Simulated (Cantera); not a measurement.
Input (Python, Cantera) and output of one run.

```python
import numpy as np
import cantera as ct

gas_names = """
    H NF3 NH3
""".split()
cond_names = """
    Cu(cr) Cu(L) CuF2(s) CuF2(L)
""".split()


def load(file, names, dense=False):
    # The tables refer to 1 bar. Condensed volumes are neglected.
    table = {s.name: s for s in ct.Species.list_from_file(file)}
    out = []
    for n in names:
        d = dict(table[n].input_data)
        d["thermo"] = dict(d["thermo"], **{"reference-pressure": 1e5})
        if dense:
            d["equation-of-state"] = {"model": "constant-volume", "density": "1e6 g/cm^3"}
        out.append(ct.Species.from_dict(d))
    return out


species = {s.name: s for s in load("nasa_gas.yaml", gas_names) + load("nasa_condensed.yaml", cond_names)}
# Each term lists the table entries of one substance; the one whose range holds T is used.
reactions = {
    '6 H(g) + 3 Cu + 2 NF3(g) = 2 NH3(g) + 3 CuF2':
        [(-6, ['H']), (-3, ['Cu(cr)', 'Cu(L)']), (-2, ['NF3']), (2, ['NH3']), (3, ['CuF2(s)', 'CuF2(L)'])],
}


def pick(names, T):
    return next(species[n] for n in names if species[n].thermo.min_temp <= T <= species[n].thermo.max_temp)


results = []
for label, terms in reactions.items():
    print(label)
    print("     T/K   dH/kJ  dS/(J/K)   dG/kJ   log10 K")
    for T in [1448, 1548, 1648, 1748, 1848]:
        used = [(nu, pick(names, T)) for nu, names in terms]
        dH = sum(nu * s.thermo.h(T) for nu, s in used) / 1e6
        dS = sum(nu * s.thermo.s(T) for nu, s in used) / 1e3
        dG = dH - T * dS / 1e3
        logK = -dG * 1e6 / (ct.gas_constant * T * np.log(10))
        results.append((label, T, dH, dS, dG, logK, [s.name for _, s in used]))
        print(f"{T:8g} {dH:8.1f} {dS:8.1f} {dG:8.1f} {logK:8.2f}")
```

It prints:

```
6 H(g) + 3 Cu + 2 NF3(g) = 2 NH3(g) + 3 CuF2
     T/K   dH/kJ  dS/(J/K)   dG/kJ   log10 K
    1448  -2618.9   -578.0  -1782.0    64.28
    1548  -2614.7   -575.2  -1724.4    58.18
    1648  -2610.3   -572.4  -1667.0    52.84
    1748  -2605.8   -569.7  -1609.9    48.11
    1848  -2601.1   -567.1  -1553.0    43.90
```

Source: NASA polynomial tables (part measured, part estimated), evaluated in Cantera. Condensed species are held in their standard states even where they would react or evaporate.
